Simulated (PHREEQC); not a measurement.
Solution (25 °C): 1.2 mmol/kgw NaOH, 0.24 mmol/kgw CO2 and 6.2 mmol/kgw (CH3)4NCl. Closed to the air; pH follows from the charge balance.

The numbers come from PHREEQC with the ion-association model, phreeqc.dat.

No solid was allowed to form.

**Question.** Order these C species by the share of C that they hold, largest first: CO3-2, HCO3-, NaCO3-.

**Answer.** CO3-2 (80 %), HCO3- (19 %), NaCO3- (1.2 %)

The pH is 10.84 and the ionic strength 0.00759 mol/kgw. (CH3)4N+ isn't in the database: it is added as a free cation with an ion size of 4 Å.
